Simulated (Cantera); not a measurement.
**Thermodynamics of boron, boron nitride and boron oxide, feed B2H6 + H2O + N2**

Input: 1 mol B2H6, a varied amount of H2O, 1.4 mol N2, equilibrated at 823 K and 0.00133 bar.

Equilibrium computed with Cantera from the NASA thermochemical tables; the gas is ideal and each condensed phase is pure. Candidate condensed phases: B, BN, B2O3, B3O3H3, H2O; 39 gas species. The feed counts by its element totals alone. N2 is the only nitrogen source here; it is nearly inert below about 1500 K, so the nitride shown seldom forms there in practice. The numbers say what is thermodynamically allowed, not how fast it happens.

```csv
n(H2O) (mol),x H2,x N2,x H2O,x (HBO2)3,x NH3,x HBO2,n BN(s),n B2O3(l)
0.083,0.878,0.122,0.000485,3.08e-8,9.12e-7,1.67e-7,1.95,0.0271
0.11,0.877,0.123,0.000486,3.09e-8,9.15e-7,1.67e-7,1.93,0.0361
0.15,0.875,0.125,0.000487,3.11e-8,9.19e-7,1.67e-7,1.90,0.0494
0.2,0.872,0.127,0.000489,3.12e-8,9.24e-7,1.67e-7,1.87,0.0661
0.28,0.869,0.131,0.000491,3.15e-8,9.31e-7,1.68e-7,1.81,0.0927
0.37,0.865,0.134,0.000494,3.17e-8,9.38e-7,1.68e-7,1.75,0.123
0.5,0.860,0.139,0.000497,3.20e-8,9.47e-7,1.69e-7,1.67,0.166
0.68,0.854,0.145,0.000500,3.23e-8,9.57e-7,1.69e-7,1.55,0.226
0.92,0.847,0.153,0.000504,3.27e-8,9.68e-7,1.70e-7,1.39,0.306
1.2,0.840,0.160,0.000508,3.31e-8,9.78e-7,1.70e-7,1.20,0.399
1.7,0.829,0.170,0.000512,3.35e-8,9.91e-7,1.71e-7,0.869,0.566
2.3,0.819,0.180,0.000515,3.38e-8,1.00e-6,1.72e-7,0.469,0.766
3.1,0.800,0.187,0.0133,4.45e-6,9.83e-7,8.73e-7,0,1.000
```
x: gas mole fraction; n: condensed amount in mol.

From 0.083 mol H2O to 2.3 mol H2O the condensed part is BN(s) + B2O3(l). At 3.1 mol H2O the condensed part is B2O3(l). The main B-bearing gas is HBO2 at 0.083 mol H2O and (HBO2)3 at 3.1 mol H2O.
